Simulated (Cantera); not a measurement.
Cantera with NASA thermochemical tables; ideal gases at 1 bar, condensed phases pure. Values are per mole of reaction as written; species without (g) are pure solids or liquids, kept so even where they would boil at 1 bar.

2 SF6(g) + H2S(g) = 2 H(g) + 3 SF4(g), with ΔH° = 608.0 kJ and ΔS° = 339.8 J/K at 300 K.

Q: How far is the shortcut ΔG° ≈ ΔH°(300 K) − T·ΔS°(300 K) from the full temperature-dependent value at 525, 575, 625, 675, 725, 775, 825, 875, 925, 975 K?

A: 
```tsv
T (K)	shortcut (kJ)	full (kJ)	difference (kJ)	difference in log10 K
525	429.6	427.0	2.7	-0.27
575	412.6	408.9	3.8	-0.34
625	395.7	390.7	4.9	-0.41
675	378.7	372.5	6.2	-0.48
725	361.7	354.2	7.5	-0.54
775	344.7	335.8	8.9	-0.60
825	327.7	317.3	10.4	-0.66
875	310.7	298.9	11.8	-0.71
925	293.7	280.4	13.3	-0.75
975	276.7	261.8	14.9	-0.80
```
The shortcut ignores the heat-capacity change of the reaction.
